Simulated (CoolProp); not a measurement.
A single-stage vapour-compression cycle with propane: evaporating at 219.15 K (dew point), condensing at 261.15 K (bubble point), superheat 0 K, subcooling 5 K, compressor efficiency 0.65, no pressure losses. Each further row changes one setting.

The numbers come from the reference Helmholtz-energy equation of state, Lemmon 2009 in CoolProp.

```csv
case,cooling COP,pressure ratio,discharge temperature (K),refrigerating effect (kJ/kg),volumetric capacity (kJ/m³)
as stated,___,5.56,301.5,353,509
evaporating temperature 224.15 K,___,___,295.4,___,648
condensing temperature 256.15 K,3.47,4.68,___,365,526
subcooling 10 K,___,5.56,301.5,365,526
superheat 10 K,2.97,5.56,312.5,___,___
compressor efficiency 0.55,2.53,5.56,313.6,353,509
```

Task: What belongs in the gaps?

Result: 
- as stated, cooling COP: 3.00
- evaporating temperature 224.15 K, cooling COP: 3.55
- evaporating temperature 224.15 K, pressure ratio: 4.36
- evaporating temperature 224.15 K, refrigerating effect (kJ/kg): 359
- condensing temperature 256.15 K, discharge temperature (K): 293.2
- subcooling 10 K, cooling COP: 3.10
- superheat 10 K, refrigerating effect (kJ/kg): 367
- superheat 10 K, volumetric capacity (kJ/m³): 504
